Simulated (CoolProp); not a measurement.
Vapour pressure (bar) of ethanol: the reference equation beside estimates from Tc = 514.7 K, pc = 62.68 bar, ω = 0.644.

Values from CoolProp's reference Helmholtz-energy equation of state, Schroeder 2014.

```csv
T (K),reference,van der Waals,Redlich-Kwong
313.6,0.1830,5.946,1.505
322.3,0.2823,6.937,1.982
331,___,8.034,___
339.7,0.6223,9.241,3.267
348.4,0.8929,10.56,4.101
357.1,1.255,12.00,5.081
365.8,1.732,13.57,6.221
374.5,2.348,15.26,___
383.2,3.131,17.08,9.030
392,___,19.06,10.75
```

Task: Some entries are withheld; supply them.

Result: 
- 331, reference: 0.4242
- 331, Redlich-Kwong: 2.565
- 374.5, Redlich-Kwong: 7.533
- 392, reference: 4.126

Absolute difference from the reference over all 10 rows, mean and median: van der Waals 1266.5 and 969.4 %, Redlich-Kwong 374.7 and 332.1 %.
